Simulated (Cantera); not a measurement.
A Cantera script and what it prints.

```python
import numpy as np
import cantera as ct

gas_names = [...]  # 136 gases of nasa_gas.yaml made of C, H, N, O
cond_names = """
    C(gr) C6H6(L) C7H8(L) C8H18(L),n-octa H2O(s) H2O(L)
""".split()


# ... load() reads the species with a 1 bar reference pressure and builds the phases ...
atoms = {
    'C2H5OH': {'C': 2, 'H': 6, 'O': 1},
    'H2O': {'H': 2, 'O': 1},
    'H2': {'H': 2},
    'NH3': {'N': 1, 'H': 3},
}
top_T = {'C(gr)': 4500}  # K; cautious upper limits of use, not melting points


# ... equilibrate(T, P, feed) seeds the gas with the atoms and calls Mixture.equilibrate('TP', solver="vcs", rtol=1e-11, max_steps=5000) ...
results = []
T = 2200  # K
P = 3300  # Pa
for m in [0.049, 0.14, 0.22, 0.31, 0.4, 0.49, 0.58, 0.66, 0.75, 0.84, 0.93, 1]:
    feed = {'C2H5OH': 1, 'H2O': m, 'H2': 2.7, 'NH3': 0.025}  # mol
    mix = equilibrate(T, P, feed)
    results.append((T, P, feed, dict(zip(mix.species_names, mix.species_moles))))
    x = sorted(zip(gas.X, gas.species_names), reverse=True)
    print(f"T = {T:g} K  P = {P:g} Pa  n(H2O) = {m:g} mol  gas = {mix.phase_moles(0):.4g} mol")
    print("   x: " + "  ".join(f"{s} {v:.3e}" for v, s in x if v > 0.001))
    print("   condensed (mol): " + ("  ".join(f"{mix.phase(i).name} {mix.phase_moles(i):.4g}"
          for i in range(1, mix.n_phases) if mix.phase_moles(i) > 1e-12) or "none"))
```

Result:

```
T = 2200 K  P = 3300 Pa  n(H2O) = 0.049 mol  gas = 6.945 mol
   x: H2 8.165e-01  CO 1.510e-01  H 2.802e-02  C2H2,acetylene 2.092e-03  N2 1.275e-03
   condensed (mol): C(gr) 0.9145
T = 2200 K  P = 3300 Pa  n(H2O) = 0.14 mol  gas = 7.129 mol
   x: H2 8.079e-01  CO 1.599e-01  H 2.787e-02  C2H2,acetylene 2.070e-03  N2 1.238e-03
   condensed (mol): C(gr) 0.823
T = 2200 K  P = 3300 Pa  n(H2O) = 0.22 mol  gas = 7.291 mol
   x: H2 8.006e-01  CO 1.673e-01  H 2.774e-02  C2H2,acetylene 2.052e-03  N2 1.208e-03
   condensed (mol): C(gr) 0.7425
T = 2200 K  P = 3300 Pa  n(H2O) = 0.31 mol  gas = 7.473 mol
   x: H2 7.929e-01  CO 1.753e-01  H 2.761e-02  C2H2,acetylene 2.032e-03  N2 1.176e-03
   condensed (mol): C(gr) 0.652
T = 2200 K  P = 3300 Pa  n(H2O) = 0.4 mol  gas = 7.655 mol
   x: H2 7.855e-01  CO 1.829e-01  H 2.748e-02  C2H2,acetylene 2.013e-03  N2 1.145e-03
   condensed (mol): C(gr) 0.5615
T = 2200 K  P = 3300 Pa  n(H2O) = 0.49 mol  gas = 7.837 mol
   x: H2 7.784e-01  CO 1.901e-01  H 2.735e-02  C2H2,acetylene 1.995e-03  N2 1.115e-03
   condensed (mol): C(gr) 0.471
T = 2200 K  P = 3300 Pa  n(H2O) = 0.58 mol  gas = 8.019 mol
   x: H2 7.717e-01  CO 1.970e-01  H 2.724e-02  C2H2,acetylene 1.978e-03  N2 1.087e-03
   condensed (mol): C(gr) 0.3805
T = 2200 K  P = 3300 Pa  n(H2O) = 0.66 mol  gas = 8.181 mol
   x: H2 7.660e-01  CO 2.029e-01  H 2.713e-02  C2H2,acetylene 1.963e-03  N2 1.063e-03
   condensed (mol): C(gr) 0.3001
T = 2200 K  P = 3300 Pa  n(H2O) = 0.75 mol  gas = 8.363 mol
   x: H2 7.598e-01  CO 2.093e-01  H 2.702e-02  C2H2,acetylene 1.947e-03  N2 1.038e-03
   condensed (mol): C(gr) 0.2096
T = 2200 K  P = 3300 Pa  n(H2O) = 0.84 mol  gas = 8.545 mol
   x: H2 7.539e-01  CO 2.153e-01  H 2.692e-02  C2H2,acetylene 1.932e-03  N2 1.013e-03
   condensed (mol): C(gr) 0.1191
T = 2200 K  P = 3300 Pa  n(H2O) = 0.93 mol  gas = 8.727 mol
   x: H2 7.482e-01  CO 2.212e-01  H 2.682e-02  C2H2,acetylene 1.917e-03
   condensed (mol): C(gr) 0.02861
T = 2200 K  P = 3300 Pa  n(H2O) = 1 mol  gas = 8.869 mol
   x: H2 7.463e-01  CO 2.255e-01  H 2.678e-02  N2 1.400e-03
   condensed (mol): none
```

Equilibrium computed with Cantera from the NASA thermochemical tables; the gas is ideal and each condensed phase is pure.
